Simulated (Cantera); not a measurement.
Input (Python, Cantera):

```python
import numpy as np
import cantera as ct

gas = ct.Solution("gri30.yaml")


def delay(T, t_max=10):
    gas.TPX = T, 35000, {'CH4': 1, 'O2': 2.86, 'N2': 9.43}
    reactor = ct.IdealGasReactor(gas, clone=False)
    net = ct.ReactorNet([reactor])
    net.rtol, net.atol = 1e-8, 1e-16
    while net.time < t_max:
        t_old, T_old = net.time, reactor.T
        net.step()
        if reactor.T > T + 400:  # ignition: a rise of 400 K
            return t_old + (T + 400 - T_old) / (reactor.T - T_old) * (net.time - t_old)
    return np.nan


taus = []
for T in [1050, 1100, 1150, 1200, 1250, 1300, 1350]:
    taus.append(delay(T))
    print(f"T0 = {T:6g} K   tau = {taus[-1]:.4e} s")
```

Result:

```
T0 =   1050 K   tau = 8.9314e-01 s
T0 =   1100 K   tau = 3.7309e-01 s
T0 =   1150 K   tau = 1.6371e-01 s
T0 =   1200 K   tau = 7.5387e-02 s
T0 =   1250 K   tau = 3.6423e-02 s
T0 =   1300 K   tau = 1.8488e-02 s
T0 =   1350 K   tau = 9.8840e-03 s
```

Model: GRI-Mech 3.0 (53 species, 325 reactions), integrated in Cantera.
